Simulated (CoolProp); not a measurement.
Vapour-liquid equilibrium of R141b (1) + n-pentane (2) at 259.9 K; x and y are mole fractions of (1).

Model: multi-fluid Helmholtz-energy mixture model, Lemmon 2006 and Thol 2019; pair parameters Bell 2016, in CoolProp.

| x | bubble pressure (kPa) | y at the bubble point | dew pressure at overall composition x (kPa) | liquid density (mol/L) |
|---|---|---|---|---|
| 0.05 | 13.55 | 0.094 | 13.25 | 9.199 |
| 0.125 | 14.31 | 0.201 | 13.77 | 9.322 |
| 0.2 | 14.86 | 0.285 | 14.30 | 9.450 |
| 0.275 | 15.26 | 0.354 | 14.80 | 9.582 |
| 0.35 | 15.55 | 0.414 | 15.24 | 9.721 |
| 0.425 | 15.75 | 0.471 | 15.59 | 9.865 |
| 0.5 | 15.87 | 0.525 | 15.82 | 10.01 |
| 0.575 | 15.93 | 0.581 | 15.93 | 10.17 |
| 0.65 | 15.91 | 0.638 | 15.90 | 10.33 |
| 0.725 | 15.83 | 0.700 | 15.78 | 10.50 |
| 0.8 | 15.67 | 0.768 | 15.57 | 10.67 |
| 0.875 | 15.42 | 0.845 | 15.31 | 10.85 |
| 0.95 | 15.08 | 0.933 | 15.02 | 11.04 |

y crosses x between x = 0.575 and 0.65: the model has an azeotrope there.

Pair parameters are fitted to limited data, so mixtures are less certain than the pure fluids.
